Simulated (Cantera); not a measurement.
A closed system holds: 1 mol CaO, 3.3 mol F2, 0.078 mol O2, equilibrated at 67.0 mbar.

Method: chemical equilibrium by Gibbs-energy minimisation in Cantera with the NASA 1993 tables (ideal gas, pure condensed phases). Candidate condensed phases: Ca, CaF2, CaO; 13 gas species. The numbers say what is thermodynamically allowed, not how fast it happens.

Task: Which condensed phases are stable at each of these points (T (K)): 875, 950, 1025, 1100, 1175, 1250, 1325, 1400, 1475, 1550, 1625, 1700, 1775?

Result: 
```json
[
 {"T (K)": "875", "condensed phases": "CaF2(s)", "Ca condensed (%)": "100.0"},
 {"T (K)": "950", "condensed phases": "CaF2(s)", "Ca condensed (%)": "100.0"},
 {"T (K)": "1025", "condensed phases": "CaF2(s)", "Ca condensed (%)": "100.0"},
 {"T (K)": "1100", "condensed phases": "CaF2(s)", "Ca condensed (%)": "100.0"},
 {"T (K)": "1175", "condensed phases": "CaF2(s)", "Ca condensed (%)": "100.0"},
 {"T (K)": "1250", "condensed phases": "CaF2(s)", "Ca condensed (%)": "100.0"},
 {"T (K)": "1325", "condensed phases": "CaF2(s)", "Ca condensed (%)": "100.0"},
 {"T (K)": "1400", "condensed phases": "CaF2(s)", "Ca condensed (%)": "100.0"},
 {"T (K)": "1475", "condensed phases": "CaF2(s)", "Ca condensed (%)": "100.0"},
 {"T (K)": "1550", "condensed phases": "CaF2(s)", "Ca condensed (%)": "100.0"},
 {"T (K)": "1625", "condensed phases": "CaF2(s)", "Ca condensed (%)": "99.8"},
 {"T (K)": "1700", "condensed phases": "CaF2(l)", "Ca condensed (%)": "99.3"},
 {"T (K)": "1775", "condensed phases": "CaF2(l)", "Ca condensed (%)": "98.1"}
]
```

From 875 K to 1625 K the condensed part is CaF2(s). From 1700 K to 1775 K the condensed part is CaF2(l).
